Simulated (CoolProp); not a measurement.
Model: reference Helmholtz-energy equation of state, Tillner-Roth 1997, in CoolProp.

Question: Give the vapour pressure (kPa), enthalpy of vaporisation (kJ/kg), liquid cp (kJ/(kg K)), liquid viscosity (µPa s) of saturated CH2F2 (R32) at 245.9, 275.4 K.

Answer: 
```
T (K)  p (kPa)  enthalpy of vaporisation (kJ/kg)  liquid cp (kJ/(kg K))  liquid viscosity (µPa s)
-----  -------  --------------------------------  ---------------------  ------------------------
245.9      306                               353                   1.64                       215
275.4      873                               312                   1.76                       148
```

Viscosity comes from a separate model (Bell 2016), an estimate that may be off by 10 % or more.
